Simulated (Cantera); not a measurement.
Charge: 1 mol CuO, 4.6 mol H₂, 1.6 mol H₂O, held at 0.0210 bar.

Method: chemical equilibrium by Gibbs-energy minimisation in Cantera with the NASA 1993 tables (ideal gas, pure condensed phases). Candidate condensed phases: Cu, CuO, Cu(OH)₂, Cu₂O, H₂O; 12 gas species. Rates play no part. All values below are at 1550 °C.

Base state: H₂ 0.559, H₂O 0.405, Cu 0.0335, H 0.00224, OH 0.000113, Cu₂ 7.09e-5 (mole fractions); condensed: Cu(l).

Q: What changes in the equilibrium state with this change: pressure from 0.0210 bar to 0.460 bar?

A: 
```
species       before     after
----------  --------  --------
H₂             0.559     0.579
H₂O            0.405     0.419
Cu            0.0335   0.00153
Cu₂          7.09e-5   3.24e-6
OH          0.000113   2.44e-5
H            0.00224  0.000486
Cu(l), mol     0.784     0.990
```
